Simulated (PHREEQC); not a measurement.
Consider water at 10 °C with 10 mmol/kgw HF, 170 mmol/kgw (CH3)4NF and 0.033 mmol/kgw H2SiF6. Closed to the air; pH follows from the charge balance.

The numbers come from PHREEQC with the ion-association model, phreeqc.dat.

No solid was allowed to form.

Question: What pH does the model give?

Answer: pH 4.32.

Question: In which forms is F present?

Answer: F- 92 %, HF2- 3.9 %, HF 3.6 % of the F.

Species that the database lacks are ignored. (CH3)4N+ isn't in the database: it is added as a free cation with an ion size of 4 Å. Constants without temperature data keep their 25 °C values here. SiF6-2 is the database's only silicon fluoride.
